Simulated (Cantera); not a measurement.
A perfectly stirred reactor is fed with 10.6 % CH₄, 0.650 % CO, 18.6 % O₂, 70.1 % N₂, equivalence ratio 1.2, at 2.37 atm; it is adiabatic with a 700 K inlet, and is followed from long to short residence time, starting on the burning branch (τ in s: 0.02, 0.011, 0.0062, 0.0034, 0.0019, 0.0011, 0.00058, 0.00032, 0.00018, 0.0001, 5.5e-05, 3.1e-05, 1.7e-05).

Cantera simulation using GRI-Mech 3.0 (53 species, 325 reactions); the numbers are that mechanism's predictions, not measurements.

**Question.** Predict: blow-out, bracketed by the residence times tried; x(CH₄) at τ = 20.0 ms; x(CO) at τ = 20.0 ms; x(O₂) at τ = 20.0 ms; x(C₂H₂) at τ = 20.0 ms; x(HCO) at τ = 20.0 ms; x(CH₄) at τ = 0.580 ms; x(CO) at τ = 0.580 ms; x(O₂) at τ = 0.580 ms; x(C₂H₂) at τ = 0.580 ms; x(HCO) at τ = 0.580 ms.

**Answer.** blow-out, bracketed by the residence times tried: burning at 31.0 µs, out at 17.0 µs
x(CH₄) at τ = 20.0 ms: 7.27e-6
x(CO) at τ = 20.0 ms: 0.0424
x(O₂) at τ = 20.0 ms: 0.00109
x(C₂H₂) at τ = 20.0 ms: 9.29e-9
x(HCO) at τ = 20.0 ms: 9.34e-8
x(CH₄) at τ = 0.580 ms: 8.70e-5
x(CO) at τ = 0.580 ms: 0.0466
x(O₂) at τ = 0.580 ms: 0.00497
x(C₂H₂) at τ = 0.580 ms: 3.56e-7
x(HCO) at τ = 0.580 ms: 1.90e-6
